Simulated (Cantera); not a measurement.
A closed system holds: 1 mol V, 0.53 mol H2O, equilibrated at 12.8 Torr.

These are equilibrium values from Cantera (NASA tables, ideal gas, pure condensed phases), not measurements of a reactor. Candidate condensed phases: H2O, V, VO, V2O3, V2O4, V2O5; 12 gas species. Mutual solubility and eutectic melting of coexisting phases are not modelled. VO: taken at fixed stoichiometry. Condensed phases not in the tables: N, O or C dissolved in the metal. Equilibrium is a limit: real reactors are often held back by kinetics, nucleation or transport. All values below are at 1998 K.

Base state: H2 0.987, H 0.0122, H2O 0.000330, V 0.000132, VO 0.000111 (mole fractions); condensed: V(s) + VO(s).

Task: What changes in the equilibrium state with this change: H2O from 0.53 to 6.9 mol?

Result: 
```json
[
 {"species": "H2O", "before": "0.000330", "after": "0.767"},
 {"species": "H2", "before": "0.987", "after": "0.217"},
 {"species": "VO2", "before": "8.63e-6", "after": "0.00828"},
 {"species": "H", "before": "0.0122", "after": "0.00573"},
 {"species": "V", "before": "0.000132", "after": "1.13e-9"},
 {"species": "O2", "before": "<1e-9", "after": "5.92e-5"},
 {"species": "O", "before": "3.68e-9", "after": "3.89e-5"},
 {"species": "OH", "before": "4.06e-7", "after": "0.00201"},
 {"species": "V(s), mol", "before": "0.470", "after": "0"},
 {"species": "VO(s), mol", "before": "0.530", "after": "0"},
 {"species": "V2O3(s), mol", "before": "0", "after": "0.471"}
]
```
Condensed phases not in the tables: the oxides between V2O3 and V2O5 other than VO2.

Task: What changes in the equilibrium state with this change: pressure from 12.8 Torr to 203 Torr?

Result: 
```csv
species,before,after
H2,0.987,0.997
H,0.0122,0.00308
H2O,0.000330,0.000333
V,0.000132,8.28e-6
VO,0.000111,6.97e-6
"V(s), mol",0.470,0.470
"VO(s), mol",0.530,0.530
```
